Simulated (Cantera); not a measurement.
**Thermodynamics of boron, boron nitride and boron oxide, feed BCl3 + NH3 + N2**

Charge: 1 mol BCl3, 0.57 mol NH3, 54 mol N2, held at 750 Torr.

Method: chemical equilibrium by Gibbs-energy minimisation in Cantera with the NASA 1993 tables (ideal gas, pure condensed phases). Candidate condensed phases: B, BN, NH4Cl; 21 gas species. The tables' values for BCl, BCl2 are old estimates; treat these amounts as uncertain. The numbers say what is thermodynamically allowed, not how fast it happens.

From 1498 K to 2173 K the condensed part is BN(s). The main B-bearing gas is BCl3 throughout. The share of B in condensed phases is highest at 1498 K (56.7 %) and lowest at 2173 K (46.8 %).

```csv
T (K),log p N2,log p HCl,log p BCl3,log p Cl,n BN(s)
1498,-0.02,-1.52,-2.11,-4.37,0.567
1573,-0.02,-1.52,-2.11,-4.07,0.566
1648,-0.02,-1.52,-2.11,-3.80,0.566
1723,-0.02,-1.52,-2.11,-3.56,0.565
1798,-0.02,-1.53,-2.12,-3.33,0.564
1873,-0.02,-1.53,-2.13,-3.13,0.563
1948,-0.02,-1.53,-2.14,-2.94,0.558
2023,-0.02,-1.53,-2.17,-2.77,0.547
2098,-0.02,-1.54,-2.22,-2.62,0.521
2173,-0.02,-1.55,-2.30,-2.49,0.468
```
log p: log10 of the partial pressure in bar; n: condensed amount in mol.
